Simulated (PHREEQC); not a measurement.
0.15 g of hydrous ferric oxide (600 m²/g; 0.2 weak and 0.005 strong sites per Fe, Dzombak-Morel constants, diffuse double layer) in 1 kg of water with 0.005 mol/kgw of an inert sodium salt, at 25 °C; the pH is set by adding NaOH or the inert anion's acid. Oxygen alone is held at its pressure in air (log pO2 = -0.68). The system is closed to CO2. No solid was allowed to form.

Equilibrium calculation in PHREEQC: ion-association model, wateq4f.dat.

```tsv
pH	surface charge σ (C/m²)	surface potential ψ (mV)
3	0.303	215
3.5	0.243	207
4	0.183	194
4.5	0.131	177
5	0.090	158
5.5	0.060	137
6	0.038	114
6.5	0.023	89
7	0.013	62
7.5	0.006	34
8	0.001	6
8.5	-0.004	-22
9	-0.009	-50
9.5	-0.018	-77
10	-0.030	-103
10.5	-0.050	-127
11	-0.081	-148
```

The oxide is taken as insoluble; below pH 4 it would dissolve.
